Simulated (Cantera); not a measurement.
# CH2F2 + H2 (fluorocarbon and chlorocarbon gases)

Feed: 1 mol CH2F2, 6.6 mol H2, equilibrated at 2602 °C and 1.33 mbar.

Method: chemical equilibrium by Gibbs-energy minimisation in Cantera with the NASA 1993 tables (ideal gas, pure condensed phases). Candidate condensed phases: C, C6H6, C7H8, C8H18; 95 gas species. Equilibrium is a limit: real reactors are often held back by kinetics, nucleation or transport.

- x(H) = 0.765
- x(HF) = 0.129
- x(H2) = 0.0696
- x(C3) = 0.0162
- x(C) = 0.00718
- x(F) = 0.00693
- x(C2) = 0.00246
- x(C2H) = 0.00198
- x(C2H2 (acetylene)) = 0.00127
- gas amount = 14.65 mol
- log10 activity of C(graphite) (absent) = -0.18
